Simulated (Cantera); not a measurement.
An adiabatic, constant-volume homogeneous reactor starts with CH4 : H2 : O2 : N2 : H2O = 1.6 : 1.4 : 2.45 : 9.23 : 0.36 (molar parts), equivalence ratio 1.6, at 1225 K and 1280 Torr.

Model: GRI-Mech 3.0 (53 species, 325 reactions), integrated in Cantera.

x: mole fraction; the columns are a selection and need not sum to one.

| t (s) | T (K) | P (bar) | x CH4 | x H2 | x O2 | x CH2CO | x C2H | x C2H6 |
|---|---|---|---|---|---|---|---|---|
| 1.00e-6 | 1225 | 1.70 | 0.106 | 0.0931 | 0.163 | <1e-12 | <1e-12 | <1e-12 |
| 4.64e-6 | 1225 | 1.70 | 0.106 | 0.0931 | 0.163 | <1e-12 | <1e-12 | <1e-12 |
| 2.15e-5 | 1225 | 1.70 | 0.106 | 0.0931 | 0.163 | <1e-12 | <1e-12 | 2.34e-11 |
| 0.000100 | 1225 | 1.70 | 0.106 | 0.0931 | 0.163 | <1e-12 | <1e-12 | … |
| 0.000464 | 1271 | 1.76 | 0.101 | 0.0911 | 0.159 | … | <1e-12 | … |
| 0.00215 | 2814 | 4.15 | 7.54e-12 | 0.103 | 0.000474 | <1e-12 | <1e-12 | <1e-12 |
| 0.0100 | 2814 | 4.15 | 7.55e-12 | 0.103 | 0.000473 | <1e-12 | <1e-12 | <1e-12 |
| 0.0464 | 2814 | 4.15 | 7.55e-12 | 0.103 | 0.000473 | <1e-12 | <1e-12 | <1e-12 |
| 0.215 | 2814 | 4.15 | 7.55e-12 | 0.103 | 0.000473 | <1e-12 | <1e-12 | <1e-12 |
| 1.00 | 2814 | 4.15 | 7.55e-12 | 0.103 | 0.000473 | <1e-12 | <1e-12 | <1e-12 |

Task: What belongs in the gaps?

Result: 
- 0.000100, x C2H6: 5.80e-8
- 0.000464, x CH2CO: 5.46e-6
- 0.000464, x C2H6: 0.00115
